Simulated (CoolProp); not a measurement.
The fluid at 298.15 K and 0.0173 MPa is compressed adiabatically to 0.0678 MPa with isentropic efficiency 0.85. The same conditions are run with several fluids, on thermodynamics alone (safety and materials aside).

Computed with CoolProp (reference Helmholtz-energy equation of state of each fluid (the fluoroketone C6F12O (FK-5-1-12): McLinden 2015; dry air: Lemmon 2000; C2F6 (R116): Lemmon 2006; ammonia: Gao 2020; hydrogen sulfide: Lemmon 2006)). Blends and air are pseudo-pure fits.

```csv
fluid,work (kJ/kg),final temperature (K),final density (kg/m³)
the fluoroketone C6F12O (FK-5-1-12),12.5,313.8,8.62
dry air,168,464.3,0.509
C2F6 (R116),30.3,336.3,3.36
ammonia,274,422.9,0.329
hydrogen sulfide,138,432.8,0.643
```
